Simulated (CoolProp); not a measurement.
Saturation properties of R125 (Tc = 66.0 °C, pc = 3.618 MPa, ω = 0.305).

Values from CoolProp's reference Helmholtz-energy equation of state, Lemmon 2005.

| T (°C) | p (MPa) | enthalpy of vaporisation (kJ/kg) | liquid cp (kJ/(kg K)) | liquid viscosity (µPa s) |
|---|---|---|---|---|
| -38.05 | [?] | 158.5 | 1.137 | 352 |
| -28.45 | 0.2429 | 152.8 | 1.161 | 306 |
| -18.95 | [?] | 146.7 | 1.187 | 266 |
| -9.35 | 0.4934 | 140.1 | 1.218 | 233 |
| 0.15 | 0.6737 | 133.0 | 1.255 | 203 |
| 9.75 | [?] | 125.1 | [?] | 177 |
| 19.25 | 1.181 | 116.3 | 1.361 | 154 |
| 28.85 | 1.523 | 106.1 | 1.445 | 133 |

Question: Complete the blanks.

Answer: 
- -38.05, p (MPa): 0.1618
- -18.95, p (MPa): 0.3508
- 9.75, p (MPa): 0.9021
- 9.75, liquid cp (kJ/(kg K)): 1.302

It boils at -48.1 °C under 1 atm.

Viscosity comes from a separate model (Huber 2006).
